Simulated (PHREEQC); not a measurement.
# Brine: an equilibrium model

Consider water at 23 °C with 0.7 mol/kgw MgSO4. Closed to the air; pH follows from the charge balance.

The numbers come from PHREEQC with the Pitzer model, pitzer.dat.

```
Item                       Result
-------------------  ------------
ionic strength       2.80 mol/kgw
activity of water           0.987
density               1.079 g/cm³
osmotic coefficient         0.520
```

| species | molality | activity | log γ |
|---|---|---|---|
| Mg+2 | 0.700 | 0.0906 | -0.888 |
| SO4-2 | 0.700 | 0.0234 | -1.475 |
| MgOH+ | 1.05e-6 | 4.86e-7 | -0.336 |
| HSO4- | 7.87e-7 | 5.07e-7 | -0.191 |
| H+ | 4.21e-7 | 2.40e-7 | -0.244 |
| OH- | 1.55e-7 | 3.57e-8 | -0.638 |

Precipitation was switched off in this run.
